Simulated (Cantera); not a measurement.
An adiabatic, constant-volume homogeneous reactor starts with 5.15 % CH4, 19.4 % O2, 73.1 % N2, 2.32 % H2O, at 1775 K and 11.0 bar.

Model: GRI-Mech 3.0 (53 species, 325 reactions), integrated in Cantera.

Question: Predict: time of steepest temperature rise; temperature at 7.00 s; equilibrium temperature; x(O2) at 7.00 s; x(H2O) at 7.00 s; x(CO) at 7.00 s; x(HO2) at 7.00 s.

Answer: 
```
Quantity                                                             Value
---------------------------------  ---------------------------------------
time of steepest temperature rise                                  15.5 µs
temperature at 7.00 s                                               2833 K
equilibrium temperature                                             2833 K
x(O2) at 7.00 s                      0.0779 (gas-phase equilibrium 0.0779)
x(H2O) at 7.00 s                       0.114 (gas-phase equilibrium 0.114)
x(CO) at 7.00 s                    0.00660 (gas-phase equilibrium 0.00660)
x(HO2) at 7.00 s                   3.21e-5 (gas-phase equilibrium 3.21e-5)
```
